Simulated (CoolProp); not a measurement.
Diethyl ether along the isobar 45.6 bar: Z from the reference equation and from simpler models built on Tc = 194.7 °C, pc = 37.17 bar, ω = 0.282; each cubic takes its own stable root.

Model: reference Helmholtz-energy equation of state, Thol 2014, in CoolProp.

| T (°C) | phase | reference | van der Waals | Redlich-Kwong | Soave-Redlich-Kwong | Peng-Robinson |
|---|---|---|---|---|---|---|
| 193.75 | liquid | 0.2085 | 0.3081 | 0.2573 | 0.2565 | 0.2317 |
| 199.55 | supercritical | 0.2247 | 0.3184 | 0.2751 | 0.2804 | 0.2554 |
| 205.35 | supercritical | 0.2631 | 0.3331 | 0.3039 | 0.3249 | 0.3006 |
| 211.15 | supercritical | 0.3611 | 0.3557 | 0.3574 | 0.4076 | 0.3827 |
| 216.95 | supercritical | 0.4444 | 0.3941 | 0.4305 | 0.4821 | 0.4541 |
| 222.75 | supercritical | 0.4999 | 0.4501 | 0.4874 | 0.5343 | 0.5048 |
| 228.55 | supercritical | 0.5421 | 0.5010 | 0.5298 | 0.5743 | 0.5441 |
| 234.25 | supercritical | 0.5760 | 0.5395 | 0.5629 | 0.6065 | 0.5759 |
| 240.05 | supercritical | 0.6053 | 0.5706 | 0.5911 | 0.6344 | 0.6036 |
| 245.85 | supercritical | 0.6307 | 0.5965 | 0.6154 | 0.6587 | 0.6278 |
| 251.65 | supercritical | 0.6533 | 0.6188 | 0.6368 | 0.6802 | 0.6494 |
| 257.45 | supercritical | 0.6735 | 0.6383 | 0.6559 | 0.6995 | 0.6688 |
| 263.25 | supercritical | 0.6918 | 0.6557 | 0.6731 | 0.7171 | 0.6865 |
| 269.05 | supercritical | 0.7085 | 0.6715 | 0.6888 | 0.7331 | 0.7027 |
| 274.85 | supercritical | 0.7238 | 0.6858 | 0.7033 | 0.7478 | 0.7176 |
